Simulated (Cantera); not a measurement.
Feed: 1 mol SiH₄, a varied amount of CH₄, 8.3 mol H₂, at 2525 K and 0.100 bar.

Cantera equilibrium calculation (NASA polynomials, part measured and part estimated; ideal gas, pure solids and liquids). Candidate condensed phases: C, C₆H₆, C₇H₈, C₈H₁₈, Si, SiC; 87 gas species. Gases not in the tables: Si₂H₆ and higher silanes. Rates play no part.

Problem. At 0.57 mol CH₄, list the 4 most abundant gas species with their mole fractions, and the condensed phases.

Solution. H₂ 0.873, H 0.0828, Si 0.0318, Si₂C 0.00486. Condensed: SiC(s).
